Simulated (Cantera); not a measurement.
Feed: 1 mol SiC, 0.02 mol O2, 35 mol N2, at 0.133 bar.

Equilibrium computed with Cantera from the NASA thermochemical tables; the gas is ideal and each condensed phase is pure. Candidate condensed phases: C, Si, SiC, SiO2, Si2N2O, Si3N4; 34 gas species. Equilibrium is a limit: real reactors are often held back by kinetics, nucleation or transport.

**Question.** At 1925 K, list the 4 most abundant gas species with their mole fractions, and the condensed phases.

**Answer.** N2 0.999, CO 0.000607, SiO 0.000534, Si 5.71e-5. Condensed: SiC(s).
